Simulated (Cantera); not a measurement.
A perfectly stirred reactor is fed with NH₃ : N₂ = 1 : 18 (molar parts), at 1.00 bar; it is held at 1598 K, and followed from long to short residence time.

Cantera simulation using the gas-phase N/H chemistry of the illustrative SiF4/NH3 mechanism in the Surface Chemkin manual (1991); the numbers are that mechanism's predictions, not measurements. Walls and surfaces, which speed up NH3 decomposition in real reactors, are not modelled.

**Question.** What does this change do: N2 18 to 9.4 parts?

**Answer.** 
| quantity | before | after |
|---|---|---|
| x(NH₃) at τ = 16.0 s | 0.0223 | 0.0419 |
| x(H) at τ = 16.0 s | 7.92e-6 | 1.03e-5 |
| x(H₂) at τ = 16.0 s | 0.0432 | 0.0742 |
| x(N₂H₄) at τ = 16.0 s | 2.72e-9 | 5.49e-9 |
| x(N₂H₂) at τ = 16.0 s | 7.59e-9 | 1.33e-8 |
| x(NH₃) at τ = 60.0 ms | 0.0521 | 0.0952 |
| x(H) at τ = 60.0 ms | 1.80e-7 | 2.08e-7 |
| x(H₂) at τ = 60.0 ms | 0.000751 | 0.00124 |
| x(N₂H₄) at τ = 60.0 ms | 2.01e-8 | 3.47e-8 |
| x(N₂H₂) at τ = 60.0 ms | 3.78e-8 | 6.36e-8 |

**Question.** What does this change do: temperature 1598 to 2000 K?

**Answer.** 
| quantity | before | after |
|---|---|---|
| x(NH₃) at τ = 16.0 s | 0.0223 | 0.000255 |
| x(H) at τ = 16.0 s | 7.92e-6 | 0.000388 |
| x(H₂) at τ = 16.0 s | 0.0432 | 0.0744 |
| x(N₂H₄) at τ = 16.0 s | 2.72e-9 | 6.94e-12 |
| x(N₂H₂) at τ = 16.0 s | 7.59e-9 | 3.84e-10 |
| x(NH₃) at τ = 60.0 ms | 0.0521 | 0.0218 |
| x(H) at τ = 60.0 ms | 1.80e-7 | 7.46e-5 |
| x(H₂) at τ = 60.0 ms | 0.000751 | 0.0438 |
| x(N₂H₄) at τ = 60.0 ms | 2.01e-8 | 5.31e-9 |
| x(N₂H₂) at τ = 60.0 ms | 3.78e-8 | 9.80e-8 |
